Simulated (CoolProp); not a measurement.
Vapour-liquid equilibrium of CHF3 (R23) (1) + R227EA (2) at 0.56 MPa; x and y are mole fractions of (1).

Values from CoolProp's multi-fluid Helmholtz-energy mixture model, Penoncello 2003 and Lemmon 2016; pair parameters Bell 2016.

```csv
x,bubble temperature (°C),y at the bubble point,dew temperature at overall composition x (°C),liquid density (mol/L)
0.05,22.1,0.260,30.2,8.423
0.2,?,0.714,24.5,9.734
0.35,-19.2,?,18.2,11.01
0.5,?,0.934,10.8,?
0.65,-35.6,0.963,1.8,13.81
0.8,-40.5,0.981,-10.6,15.55
0.95,?,0.996,-32.5,17.70
```

Task: Complete the blanks.

Result: 
- 0.2, bubble temperature (°C): -3.0
- 0.35, y at the bubble point: 0.873
- 0.5, bubble temperature (°C): -29.1
- 0.5, liquid density (mol/L): 12.34
- 0.95, bubble temperature (°C): -44.7

No azeotrope shows between x = 0.05 and 0.95.

Pair parameters are fitted to limited data, so mixtures are less certain than the pure fluids. The gap from Raoult's law changes sign with composition, which may be real or a fault of the pair parameters; it wasn't checked against measurements.
